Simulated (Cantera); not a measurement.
An isothermal, constant-pressure homogeneous reactor starts with CH₄ : H₂ : CO₂ = 0.0023 : 1 : 0.005 (molar parts), at 2923 K and 0.0680 bar.

Computed with Cantera and GRI-Mech 3.0 (53 species, 325 reactions).

x: mole fraction; the columns are a selection and need not sum to one.

```
t (s)          x CH₄        x H₂    x CO₂    x H₂O₂       x HCO         x H
--------  ----------  ----------  -------  --------  ----------  ----------
0.000400     0.00100       0.947  3.87e-5    <1e-12     1.11e-7      0.0417
0.000930    0.000301       0.919  3.33e-6  1.15e-12     1.02e-7      0.0696
0.00216   (withheld)       0.886  3.23e-6  1.48e-12  (withheld)  (withheld)
0.00503      1.04e-5       0.831  2.79e-6  1.34e-12     4.20e-8       0.159
0.0117    (withheld)  (withheld)  2.44e-6  1.61e-12  (withheld)  (withheld)
0.0272      6.19e-12       0.656  2.32e-6  2.27e-12     1.44e-8       0.336
0.0632      3.19e-12       0.619  2.26e-6  2.52e-12     1.25e-8       0.373
0.147       3.05e-12       0.616  2.25e-6  2.54e-12     1.24e-8       0.376
0.342       3.05e-12       0.616  2.25e-6  2.54e-12     1.24e-8       0.376
0.795       3.05e-12       0.616  2.25e-6  2.54e-12     1.24e-8       0.376
1.85        3.05e-12       0.616  2.25e-6  2.54e-12     1.24e-8       0.376
4.30        3.05e-12       0.616  2.25e-6  2.54e-12     1.24e-8       0.376
10.0        3.05e-12       0.616  2.25e-6  2.54e-12     1.24e-8       0.376
```

Problem. Complete the blanks.

Solution. 
- 0.00216, x CH₄: 5.70e-5
- 0.00216, x HCO: 6.32e-8
- 0.00216, x H: 0.104
- 0.0117, x CH₄: 6.26e-9
- 0.0117, x H₂: 0.746
- 0.0117, x HCO: 2.08e-8
- 0.0117, x H: 0.246
